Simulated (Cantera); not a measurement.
What does this Cantera script print?

```python
import numpy as np
import cantera as ct

gas = ct.Solution("gri30.yaml")
gas.TPX = 1125, 31000, {'CH4': 1, 'H2': 0.19, 'O2': 1.16, 'N2': 4.38, 'C2H6': 0.056}
reactor = ct.IdealGasReactor(gas, energy="on", clone=False)
net = ct.ReactorNet([reactor])
net.rtol, net.atol = 1e-08, 1e-16
show = ['CH4', 'H2', 'O2', 'NO2', 'CH2O']
times = np.geomspace(6e-06, 6, 10)

steps = ct.SolutionArray(gas, extra=["t"])
rows = []
print(f"{'t/s':>10s}{'T/K':>9s}{'P/Pa':>11s}" + "".join(f"{s:>11s}" for s in show))
for t in times:
    while net.time < t:
        t_next = net.step()
        steps.append(gas.state, t=t_next)
    rows.append([np.interp(t, steps.t, y) for y in (steps.T, steps.P, *steps(*show).X.T)])
    print(f"{t:10.3e}{rows[-1][0]:9.1f}{rows[-1][1]:11.4g}" + "".join(f"{x:11.3e}" for x in rows[-1][2:]))
rate = np.gradient(steps.T, steps.t)
print("integrator steps:", len(steps.t))
if steps.T.max() > steps.T[0] + 200:
    print(f"time of steepest temperature rise: {steps.t[rate.argmax()]:.4e} s")
gas.TPX = 1125, 31000, {'CH4': 1, 'H2': 0.19, 'O2': 1.16, 'N2': 4.38, 'C2H6': 0.056}
gas.equilibrate("UV")
print(f"equilibrium (UV): T = {gas.T:.1f} K  " + "  ".join(f"{s} {gas[s].X[0]:.3e}" for s in show))
```

Output:

```
       t/s      T/K       P/Pa        CH4         H2         O2        NO2       CH2O
 6.000e-06   1125.0    3.1e+04  1.474e-01  2.800e-02  1.709e-01  1.203e-31  3.770e-12
 2.785e-05   1125.0    3.1e+04  1.474e-01  2.800e-02  1.709e-01  8.117e-29  8.420e-11
 1.293e-04   1125.0    3.1e+04  1.474e-01  2.800e-02  1.709e-01  5.604e-26  1.850e-09
 6.000e-04   1125.0    3.1e+04  1.474e-01  2.800e-02  1.709e-01  7.532e-23  4.411e-08
 2.785e-03   1125.0    3.1e+04  1.474e-01  2.800e-02  1.709e-01  3.547e-19  3.028e-06
 1.293e-02   1138.2  3.138e+04  1.452e-01  2.848e-02  1.690e-01  1.263e-14  9.149e-04
 6.000e-02   2511.8  8.065e+04  7.217e-12  1.578e-01  3.559e-05  2.642e-09  6.312e-09
 2.785e-01   2511.8  8.065e+04  7.216e-12  1.578e-01  3.559e-05  2.635e-09  6.312e-09
 1.293e+00   2511.8  8.065e+04  7.216e-12  1.578e-01  3.559e-05  2.635e-09  6.312e-09
 6.000e+00   2511.8  8.065e+04  7.216e-12  1.578e-01  3.559e-05  2.635e-09  6.312e-09
integrator steps: 2286
time of steepest temperature rise: 2.4464e-02 s
equilibrium (UV): T = 2511.8 K  CH4 8.124e-12  H2 1.578e-01  O2 3.559e-05  NO2 2.635e-09  CH2O 6.312e-09
```

Cantera simulation using GRI-Mech 3.0 (53 species, 325 reactions); the numbers are that mechanism's predictions, not measurements.
